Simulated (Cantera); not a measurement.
An adiabatic, constant-volume homogeneous reactor starts with 13.6 % CO, 1.18 % H2, 8.04 % O2, 77.2 % N2, at 1525 K and 10.0 bar.

Detailed kinetics in Cantera: GRI-Mech 3.0 (53 species, 325 reactions). The hydrogen kinetics of GRI-Mech 3.0 are dated; newer H2 mechanisms differ, most at raised pressure.

x: mole fraction; the columns are a selection and need not sum to one.

| t (s) | T (K) | P (bar) | x CO | x H2 | x O2 | x H | x CO2 | x HO2 | x NO |
|---|---|---|---|---|---|---|---|---|---|
| 7.00e-6 | 1643 | 10.7 | 0.125 | 0.00220 | 0.0677 | 0.00233 | 0.0117 | 9.18e-5 | ? |
| 2.28e-5 | 2374 | 14.9 | 0.0512 | 0.000730 | 0.0293 | 0.00166 | 0.0913 | 1.05e-5 | ? |
| 7.43e-5 | 2631 | 16.2 | 0.0277 | 0.000376 | 0.0191 | 0.000369 | 0.117 | 2.79e-6 | ? |
| 0.000242 | 2682 | 16.5 | 0.0221 | 0.000300 | 0.0159 | 0.000230 | 0.123 | 2.16e-6 | ? |
| 0.000788 | 2675 | 16.4 | 0.0222 | 0.000303 | 0.0145 | 0.000223 | 0.123 | 1.98e-6 | ? |
| 0.00257 | 2668 | 16.4 | 0.0223 | 0.000306 | 0.0135 | 0.000219 | 0.123 | 1.85e-6 | 0.00760 |
| 0.00837 | 2667 | 16.4 | 0.0223 | 0.000307 | 0.0134 | 0.000219 | 0.123 | 1.84e-6 | 0.00782 |
| 0.0273 | 2667 | 16.4 | 0.0223 | 0.000307 | 0.0134 | 0.000219 | 0.123 | 1.84e-6 | 0.00782 |
| 0.0888 | 2667 | 16.4 | 0.0223 | 0.000307 | 0.0134 | 0.000219 | 0.123 | 1.84e-6 | 0.00782 |
| 0.289 | 2667 | 16.4 | 0.0223 | 0.000307 | 0.0134 | 0.000219 | 0.123 | 1.84e-6 | 0.00782 |
| 0.942 | 2667 | 16.4 | 0.0223 | 0.000307 | 0.0134 | 0.000219 | 0.123 | 1.84e-6 | 0.00782 |
| 3.07 | 2667 | 16.4 | 0.0223 | 0.000307 | 0.0134 | 0.000219 | 0.123 | 1.84e-6 | 0.00782 |
| 10.0 | 2667 | 16.4 | 0.0223 | 0.000307 | 0.0134 | 0.000219 | 0.123 | 1.84e-6 | 0.00782 |

### Question
What belongs in the gaps?

### Answer

- 7.00e-6, x NO: 1.47e-6
- 2.28e-5, x NO: 0.000174
- 7.43e-5, x NO: 0.000868
- 0.000242, x NO: 0.00247
- 0.000788, x NO: 0.00538
